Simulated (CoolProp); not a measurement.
Properties of 1,2-dichloroethane along the isobar 72.8 bar.

The numbers come from the reference Helmholtz-energy equation of state, Thol 2015 in CoolProp.

```json
[
 {"T (K)": "299.5", "phase": "liquid", "Joule-Thomson coefficient (K/MPa)": "-0.4103", "isothermal compressibility (1/MPa)": "0.0007651", "expansivity (1/kK)": "1.117"},
 {"T (K)": "307.9", "phase": "liquid", "Joule-Thomson coefficient (K/MPa)": "-0.4024", "isothermal compressibility (1/MPa)": "0.0008161", "expansivity (1/kK)": "1.139"},
 {"T (K)": "316.3", "phase": "liquid", "Joule-Thomson coefficient (K/MPa)": "-0.3937", "isothermal compressibility (1/MPa)": "0.0008716", "expansivity (1/kK)": "1.162"},
 {"T (K)": "324.7", "phase": "liquid", "Joule-Thomson coefficient (K/MPa)": "-0.3841", "isothermal compressibility (1/MPa)": "0.0009322", "expansivity (1/kK)": "1.187"},
 {"T (K)": "333.1", "phase": "liquid", "Joule-Thomson coefficient (K/MPa)": "-0.3737", "isothermal compressibility (1/MPa)": "0.0009985", "expansivity (1/kK)": "1.214"},
 {"T (K)": "341.5", "phase": "liquid", "Joule-Thomson coefficient (K/MPa)": "-0.3625", "isothermal compressibility (1/MPa)": "0.001071", "expansivity (1/kK)": "1.243"},
 {"T (K)": "349.9", "phase": "liquid", "Joule-Thomson coefficient (K/MPa)": "-0.3503", "isothermal compressibility (1/MPa)": "0.001151", "expansivity (1/kK)": "1.275"},
 {"T (K)": "358.3", "phase": "liquid", "Joule-Thomson coefficient (K/MPa)": "-0.3371", "isothermal compressibility (1/MPa)": "0.001239", "expansivity (1/kK)": "1.308"},
 {"T (K)": "366.7", "phase": "liquid", "Joule-Thomson coefficient (K/MPa)": "-0.3229", "isothermal compressibility (1/MPa)": "0.001336", "expansivity (1/kK)": "1.345"},
 {"T (K)": "375.1", "phase": "liquid", "Joule-Thomson coefficient (K/MPa)": "-0.3076", "isothermal compressibility (1/MPa)": "0.001444", "expansivity (1/kK)": "1.383"}
]
```
